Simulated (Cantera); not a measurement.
Feed: 1 mol Si, a varied amount of Cl₂, held at 1000 K and 7.50 Torr.

Cantera equilibrium calculation (NASA polynomials, part measured and part estimated; ideal gas, pure solids and liquids). Candidate condensed phases: Si; 9 gas species. The tables' values for SiCl₃ are old estimates; treat these amounts as uncertain. Kinetics and transport are ignored.

x: gas mole fraction; n: condensed amount in mol.

```csv
n(Cl₂) (mol),x SiCl₄,x Cl₂,x SiCl₃,x SiCl₂,n Si(s)
0.52,0.975,<1e-12,0.0177,0.00776,0.738
0.86,0.975,<1e-12,0.0177,0.00776,0.566
1.2,0.975,<1e-12,0.0177,0.00776,0.395
1.5,0.975,<1e-12,0.0177,0.00776,0.244
1.9,0.975,<1e-12,0.0177,0.00776,[?]
2.2,0.833,0.166,1.36e-8,<1e-12,0
2.6,0.624,0.373,6.81e-9,<1e-12,0
2.9,0.526,0.472,5.10e-9,<1e-12,0
3.2,[?],[?],4.11e-9,<1e-12,0
3.6,0.384,0.613,3.27e-9,<1e-12,0
3.9,0.344,0.653,2.84e-9,<1e-12,0
4.3,0.303,0.694,2.42e-9,<1e-12,0
4.6,0.277,0.719,2.18e-9,<1e-12,0
```

### Question
What belongs in the gaps?

### Answer

- 3.2, x SiCl₄: 0.454
- 3.2, x Cl₂: 0.543
- 1.9, n Si(s): 0.0420
